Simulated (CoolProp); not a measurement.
Vapour-liquid equilibrium of R22 (1) + C3F8 (R218) (2) at 303.2 K; x and y are mole fractions of (1).

Values from CoolProp's multi-fluid Helmholtz-energy mixture model, Kamei 1995 and Lemmon 2006; pair parameters Bell 2016.

Question: Give the bubble pressure and the first vapour's composition at x = 0.05, 0.2, 0.725. Is there an azeotrope?

Answer: x = 0.05: 1062 kPa, y = 0.093; x = 0.2: 1236 kPa, y = 0.300; x = 0.725: 1414 kPa, y = 0.689. y crosses x between x = 0.575 and 0.65: the model has an azeotrope there.

The pair parameters rest on a limited set of measurements; away from them the model extrapolates.
